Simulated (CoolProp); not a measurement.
Vapour-liquid equilibrium of ethane (1) + n-butane (2) at 292 kPa; x and y are mole fractions of (1).

Values from CoolProp's multi-fluid Helmholtz-energy mixture model, Bücker 2006 and Bücker 2006; pair parameters Kunz 2012.

```tsv
x	bubble temperature, mixture model (°C)	bubble temperature, Raoult's law (°C)	y, mixture model	y, Raoult's law
0.05	14.2	10.0	[?]	0.517
0.125	-5.6	-10.1	0.731	0.793
0.2	-19.8	-23.1	0.862	0.892
0.275	-30.0	-32.2	0.921	0.937
0.35	-37.7	-39.1	0.952	0.961
0.425	[?]	-44.5	0.969	0.974
0.5	[?]	-48.9	0.979	0.983
0.575	-52.3	-52.6	[?]	0.988
0.65	-55.6	-55.8	0.990	0.992
0.725	-58.4	-58.6	0.993	0.995
0.8	-60.8	-61.0	0.996	0.997
0.875	-63.1	-63.2	0.998	0.998
0.95	-65.1	-65.2	0.999	0.999
```

Task: What belongs in the gaps?

Result: 
- 0.05, y, mixture model: 0.418
- 0.425, bubble temperature, mixture model (°C): -43.6
- 0.5, bubble temperature, mixture model (°C): -48.4
- 0.575, y, mixture model: 0.986

The largest gap from Raoult's law is +4.5 K in bubble temperature, at x = 0.125. No azeotrope shows between x = 0.05 and 0.95.

The pair parameters rest on a limited set of measurements; away from them the model extrapolates.
